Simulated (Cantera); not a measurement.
Source: NASA polynomial tables (part measured, part estimated), evaluated in Cantera. Values are per mole of reaction as written; species without (g) are pure solids or liquids, kept so even where they would boil at 1 bar.

Question: Between 300 and 1350 K, where is each reaction favourable under standard conditions?
- O3(g) + Cr2N → N(g) + Cr2O3

Answer: 
- O3(g) + Cr2N → N(g) + Cr2O3: ΔG° is -657 kJ at 300 K and -598 kJ at 1350 K; it stays negative (K > 1). ΔH° is -671 kJ and ΔS° -55 J/K at 1350 K.
